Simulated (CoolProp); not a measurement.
C2F6 (R116) along the isotherm 425 K: density (kg/m³) from the reference equation and from simpler models built on Tc = 293.0 K, pc = 3.048 MPa, ω = 0.257; each cubic takes its own stable root.

Computed with CoolProp (reference Helmholtz-energy equation of state, Lemmon 2006). It is a short technical equation, of lower accuracy than the large ones.

```csv
p (MPa),phase,reference
0.571,gas,22.65
1.14,gas,45.92
1.71,gas,69.93
2.29,gas,95.08
2.86,gas,120.5
3.43,supercritical,146.6
4,supercritical,173.3
4.57,supercritical,200.6
```

Q: How far does each simpler model (ideal gas, van der Waals, Redlich-Kwong, Peng-Robinson) lie from the reference over these 8 states: mean and median of the absolute difference, and the worst?

A: 
- ideal gas: mean 6.5 %, median 6.6 %, worst -11.0 % at 425 K and 4.57 MPa
- van der Waals: mean 4.1 %, median 3.8 %, worst +8.5 % at 425 K and 4.57 MPa
- Redlich-Kwong: mean 2.6 %, median 2.6 %, worst +4.9 % at 425 K and 4.57 MPa
- Peng-Robinson: mean 1.2 %, median 1.3 %, worst +1.8 % at 425 K and 4.57 MPa
